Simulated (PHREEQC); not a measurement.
4.8 g of hydrous ferric oxide (600 m²/g; 0.2 weak and 0.005 strong sites per Fe, Dzombak-Morel constants, diffuse double layer) in 1 kg of water with 0.1 mol/kgw of an inert sodium salt and 3.2e-05 mol H3BO3, at 25 °C; the pH is set by adding NaOH or the inert anion's acid. Oxygen alone is held at its pressure in air (log pO2 = -0.68). No CO2 enters from the air. Precipitation was switched off in this run.

All values are PHREEQC results (ion-association model, wateq4f.dat), not measurements.

### Question
Predict B sorbed (%), surface charge σ (C/m²) at pH = 7, 9.67, 10.33.

### Answer
| pH | B sorbed (%) | surface charge σ (C/m²) |
|---|---|---|
| 7 | 3.3 | 0.045 |
| 9.67 | 0.7 | -0.071 |
| 10.33 | 0.2 | -0.122 |

The oxide is taken as insoluble; below pH 4 it would dissolve.
